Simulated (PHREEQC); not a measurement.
Synthetic water in mg/kgw, 25 °C, pH 3.21, pe 8.7:

| constituent | mg/kgw |
|---|---|
| Na | 1590 |
| K | 6.9 |
| Ca | 11.8 |
| Mg | 281 |
| Cl | 81.3 |
| S(6) as SO4 | 4320 |
| Br | 1.9 |
| Li | 0.435 |
| Zn | 3.37 |
| Cu(2) | 58.5 |

Cl is adjusted to close the charge balance.
Valence states are taken as typed.

The numbers come from PHREEQC with the ion-association model, wateq4f.dat.

Each row changes one thing in this solution. No solid was allowed to form.

```
case                                               ionic strength (mol/kgw)  Na+ (mol/kgw)  SO4-2 (mol/kgw)  MgSO4 (mol/kgw)  Mg+2 (mol/kgw)  NaSO4- (mol/kgw)  SI of Gypsum (CaSO4:2H2O)  SI of Epsomite (MgSO4:7H2O)
-------------------------------------------------  ------------------------  -------------  ---------------  ---------------  --------------  ----------------  -------------------------  ---------------------------
as made                                                               0.119         0.0653           0.0336          0.00592         0.00564           0.00385                      -1.58                        -2.45
temperature from 25 to 90 °C at the same typed pH                     0.105         0.0651           0.0278          0.00857         0.00299           0.00405                      -1.56                        -3.26
Ca from 11.8 to 23.6 mg/kgw                                           0.119         0.0653           0.0336          0.00591             [?]           0.00383                      -1.28                        -2.45
all concentrations times 3 at the same typed pH                       0.325          0.187           0.0899           0.0207          0.0140            0.0206                        [?]                        -1.90
Na from 1590 to 4770 mg/kgw                                             [?]          0.199              [?]          0.00433         0.00723           0.00832                      -1.73                        -2.59
```

Q: What belongs in the gaps?

A: 
- Ca from 11.8 to 23.6 mg/kgw, Mg+2 (mol/kgw): 0.00565
- all concentrations times 3 at the same typed pH, SI of Gypsum (CaSO4:2H2O): -1.02
- Na from 1590 to 4770 mg/kgw, ionic strength (mol/kgw): 0.256
- Na from 1590 to 4770 mg/kgw, SO4-2 (mol/kgw): 0.0312

Constants without temperature data keep their 25 °C values here.
